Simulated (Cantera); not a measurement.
A perfectly stirred reactor is fed with CO : H2 : CH4 : O2 : N2 : H2O = 1 : 0.09 : 0.49 : 2.68 : 10.1 : 4.1 (molar parts), equivalence ratio 0.57, at 5.00 bar; it is adiabatic with a 725 K inlet, and is followed from long to short residence time, starting on the burning branch (τ in s: 0.2, 0.075, 0.028, 0.01, 0.0037, 0.0014, 0.00051, 0.00019, 6.9e-05, 2.5e-05, 9.4e-06).

Detailed kinetics in Cantera: GRI-Mech 3.0 (53 species, 325 reactions).

Q: What does this change do: 0.15 parts CO2 added?

A: 
```json
[
 {"quantity": "blow-out, bracketed by the residence times tried", "before": "burning at 0.510 ms, out at 0.190 ms", "after": "burning at 0.510 ms, out at 0.190 ms"},
 {"quantity": "x(CO) at τ = 0.200 s", "before": "8.44e-5", "after": "8.88e-5"},
 {"quantity": "x(H2) at τ = 0.200 s", "before": "2.45e-5", "after": "2.32e-5"},
 {"quantity": "x(CH4) at τ = 0.200 s", "before": "2.20e-6", "after": "2.36e-6"},
 {"quantity": "x(NO) at τ = 0.200 s", "before": "3.95e-6", "after": "3.24e-6"},
 {"quantity": "x(C2H2) at τ = 0.200 s", "before": "5.68e-10", "after": "6.77e-10"},
 {"quantity": "x(CO) at τ = 1.40 ms", "before": "0.00344", "after": "0.00362"},
 {"quantity": "x(H2) at τ = 1.40 ms", "before": "0.000447", "after": "0.000448"},
 {"quantity": "x(CH4) at τ = 1.40 ms", "before": "8.54e-5", "after": "9.03e-5"},
 {"quantity": "x(NO) at τ = 1.40 ms", "before": "1.31e-6", "after": "1.18e-6"},
 {"quantity": "x(C2H2) at τ = 1.40 ms", "before": "1.36e-7", "after": "1.50e-7"}
]
```
